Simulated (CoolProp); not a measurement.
A simple Rankine cycle with n-butane: condensing at 318.15 K, boiler at 2.93 MPa, turbine inlet 411.4 K, turbine efficiency 0.75, pump efficiency 0.8, no recuperator. Each further row changes one setting.

The numbers come from the reference Helmholtz-energy equation of state, Bücker 2006 in CoolProp.

```
case                             thermal efficiency (%)  net work (kJ/kg)  heat in (kJ/kg)  turbine exit temperature (K)  volume ratio over the turbine
-------------------------------  ----------------------  ----------------  ---------------  ----------------------------  -----------------------------
as stated                                          11.9              52.4              442                             ?                           9.30
turbine inlet 431.4 K                                 ?              61.3              510                         372.2                              ?
condensing temperature 310.15 K                       ?              59.4              462                         338.1                           11.6
boiler pressure 2.05 MPa                           10.4              50.8              487                         366.3                           5.25
turbine efficiency 0.65                               ?              44.6              442                         347.1                           9.44
```

Problem. Fill in the missing entries.

Solution. 
- as stated, turbine exit temperature (K): 343.2
- turbine inlet 431.4 K, thermal efficiency (%): 12.0
- turbine inlet 431.4 K, volume ratio over the turbine: 8.07
- condensing temperature 310.15 K, thermal efficiency (%): 12.9
- turbine efficiency 0.65, thermal efficiency (%): 10.1
